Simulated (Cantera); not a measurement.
Charge: 1 mol n-butane, 17 mol H2, at 10.0 mbar.

Equilibrium computed with Cantera from the NASA thermochemical tables; the gas is ideal and each condensed phase is pure. Candidate condensed phases: C, C6H6, C7H8, C8H18; 76 gas species. Equilibrium is a limit: real reactors are often held back by kinetics, nucleation or transport.

log p: log10 of the partial pressure in bar; n: condensed amount in mol.

| T (°C) | log p H2 | log p H | log p CH4 | log p C2H2 (acetylene) | log p C3 | n C(graphite) |
|---|---|---|---|---|---|---|
| 502 | -2.01 | -13.01 | -3.71 | <-14 | <-14 | 3.58 |
| 702 | -2.00 | ? | ? | ? | <-14 | 3.97 |
| 902 | -2.00 | -7.91 | -5.72 | -9.20 | <-14 | 4.00 |
| 1102 | -2.00 | -6.47 | -6.30 | -7.75 | <-14 | 4.00 |
| 1302 | -2.00 | -5.38 | -6.74 | -6.68 | <-14 | 4.00 |
| 1502 | -2.00 | -4.54 | -7.08 | -5.85 | -13.28 | 3.99 |
| 1702 | -2.01 | ? | ? | ? | ? | 3.97 |
| 1902 | -2.02 | -3.32 | -7.60 | -4.67 | -8.84 | 3.90 |
| 2102 | -2.06 | -2.88 | -7.86 | -4.27 | -7.19 | 3.74 |
| 2302 | -2.16 | -2.54 | -8.19 | -3.99 | -5.81 | 3.43 |
| 2502 | -2.33 | -2.29 | -8.65 | -3.84 | -4.64 | 2.77 |

**Question.** Some entries are withheld; supply them.

**Answer.** 
- 702, log p H: -9.94
- 702, log p CH4: -4.90
- 702, log p C2H2 (acetylene): -11.24
- 1702, log p H: -3.87
- 1702, log p CH4: -7.36
- 1702, log p C2H2 (acetylene): -5.19
- 1702, log p C3: -10.83
